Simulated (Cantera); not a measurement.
Input: 1 mol Cr, 10 mol NH3, equilibrated at 46.5 Torr.

Equilibrium computed with Cantera from the NASA thermochemical tables; the gas is ideal and each condensed phase is pure. Candidate condensed phases: Cr, CrN, Cr2N; 11 gas species. The numbers say what is thermodynamically allowed, not how fast it happens.

x: gas mole fraction; n: condensed amount in mol.

```csv
T (°C),x H2,x N2,x Cr,x H,n Cr(s)
1627,0.743,0.248,0.00564,0.00275,0.886
1677,0.739,0.247,0.0104,0.00396,0.790
1727,0.731,0.245,___,___,___
1777,0.719,0.241,___,___,___
1827,0.705,0.237,0.0474,0.0105,0
1877,0.702,0.236,0.0473,0.0142,0
1927,0.698,0.236,0.0472,0.0189,0
1977,0.693,0.235,0.0470,0.0248,0
2027,0.687,0.234,0.0469,0.0322,0
```

Problem. Some entries are withheld; supply them.

Solution. 
- 1777, x Cr: 0.0319
- 1777, x H: 0.00773
- 1777, n Cr(s): 0.339
- 1727, x Cr: 0.0185
- 1727, x H: 0.00558
- 1727, n Cr(s): 0.623
